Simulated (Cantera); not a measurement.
**Equilibrium for fluorocarbon and chlorocarbon gases: CHF₃ + F₂ + CH₄**

Input: 1 mol CHF₃, 0.15 mol F₂, a varied amount of CH₄, at 2152 °C and 0.100 bar.

These are equilibrium values from Cantera (NASA tables, ideal gas, pure condensed phases), not measurements of a reactor. Candidate condensed phases: C, C₆H₆, C₇H₈, C₈H₁₈; 95 gas species. Gases not in the tables: C₂F₆ and larger saturated fluorocarbons. The numbers say what is thermodynamically allowed, not how fast it happens.

```tsv
n(CH₄) (mol)	log p HF	log p CF₂	log p F	log p CF₄	n C(graphite)
0.11	-1.20	-1.74	-2.02	-2.09	0.484
0.15	-1.17	-1.79	-2.04	-2.17	0.576
0.19	-1.15	-1.83	-2.06	-2.27	0.668
0.22	-1.14	-1.87	-2.08	-2.34	0.738
0.26	-1.12	-1.93	-2.11	-2.45	0.832
0.3	-1.10	-1.99	-2.14	-2.58	0.926
0.33	-1.09	-2.04	-2.17	-2.68	0.998
0.37	-1.07	-2.12	-2.21	-2.84	1.09
0.41	-1.06	-2.22	-2.26	-3.04	1.19
0.44	-1.05	-2.32	-2.30	-3.23	1.26
0.48	-1.04	-2.49	-2.39	-3.57	1.36
```
log p: log10 of the partial pressure in bar; n: condensed amount in mol.

From 0.11 mol CH₄ to 0.48 mol CH₄ the condensed part is C(graphite). The main C-bearing gas is CF₂ throughout. The share of C in condensed phases is highest at 0.48 mol CH₄ (92.1 %) and lowest at 0.11 mol CH₄ (43.6 %).
